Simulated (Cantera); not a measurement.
An adiabatic, constant-pressure homogeneous reactor starts with CO : H2 : O2 : N2 : H2O = 1 : 0.81 : 0.411 : 1.55 : 0.76 (molar parts), equivalence ratio 2.2, at 1223 K and 7500 Torr.

Cantera simulation using GRI-Mech 3.0 (53 species, 325 reactions); the numbers are that mechanism's predictions, not measurements. The hydrogen kinetics of GRI-Mech 3.0 are dated; newer H2 mechanisms differ, most at raised pressure.

Problem. Predict: time of steepest temperature rise; temperature at 9.00 s; equilibrium temperature; x(CO) at 9.00 s; x(H2) at 9.00 s; x(O2) at 9.00 s; x(H2O2) at 9.00 s; x(O) at 9.00 s; x(H) at 9.00 s; x(OH) at 9.00 s.

Solution. 
```json
{
  "time_of_steepest_temperature_rise": "88.0 µs",
  "temperature at 9.00 s": "2458 K",
  "equilibrium_temperature": "2458 K",
  "x(CO) at 9.00 s": "0.154 (gas-phase equilibrium 0.154)",
  "x(H2) at 9.00 s": "0.0850 (gas-phase equilibrium 0.0850)",
  "x(O2) at 9.00 s": "2.83e-5 (gas-phase equilibrium 2.83e-5)",
  "x(H2O2) at 9.00 s": "3.18e-8 (gas-phase equilibrium 3.18e-8)",
  "x(O) at 9.00 s": "1.98e-5 (gas-phase equilibrium 1.98e-5)",
  "x(H) at 9.00 s": "0.00193 (gas-phase equilibrium 0.00193)",
  "x(OH) at 9.00 s": "0.00132 (gas-phase equilibrium 0.00132)"
}
```
